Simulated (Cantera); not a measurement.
A closed system holds: 1 mol TEOS, 4.4 mol NO, 1 mol H₂O, equilibrated at 1325 K and 0.00230 bar.

Cantera equilibrium calculation (NASA polynomials, part measured and part estimated; ideal gas, pure solids and liquids). Candidate condensed phases: C, C₆H₆, C₇H₈, C₈H₁₈, H₂O, Si, SiC, SiO₂, Si₂N₂O, Si₃N₄; 151 gas species. The feed counts by its element totals alone. Mutual solubility and eutectic melting of coexisting phases are not modelled. The tables hold silica as quartz up to 1696 K and as liquid above; real silica turns to tridymite and cristobalite and melts near 1996 K. The numbers say what is thermodynamically allowed, not how fast it happens.

Base state: H₂ 0.524, CO 0.381, N₂ 0.0952, SiO 7.79e-5, H 2.47e-5, H₂O 1.59e-5, HCN 1.21e-5 (mole fractions); condensed: SiO₂(β-quartz) + Si₂N₂O(s).

What changes in the equilibrium state with this change: TEOS replaced by HMDSO?


| species | before | after |
|---|---|---|
| H₂ | 0.524 | 0.602 |
| CO | 0.381 | 0.325 |
| N₂ | 0.0952 | 0.0723 |
| SiO | 7.79e-5 | 3.76e-5 |
| H₂O | 1.59e-5 | 3.24e-6 |
| HCN | 1.21e-5 | 5.44e-5 |
| H | 2.47e-5 | 2.65e-5 |
| SiO₂(β-quartz), mol | 0.599 | 0 |
| Si₂N₂O(s), mol | 0.200 | 1.000 |
| C(graphite), mol | 0 | 0.599 |

What changes in the equilibrium state with this change: pressure from 0.00230 bar to 0.133 bar?


| species | before | after |
|---|---|---|
| H₂ | 0.524 | 0.534 |
| CO | 0.381 | 0.359 |
| N₂ | 0.0952 | 0.107 |
| SiO | 7.79e-5 | 1.19e-7 |
| CH₄ | 8.78e-7 | 0.000255 |
| H₂O | 1.59e-5 | 0.000184 |
| CO₂ | 6.22e-6 | 6.64e-5 |
| H | 2.47e-5 | 3.27e-6 |
| SiO₂(β-quartz), mol | 0.599 | 1.000 |
| Si₂N₂O(s), mol | 0.200 | 0 |
| C(graphite), mol | 0 | 0.599 |
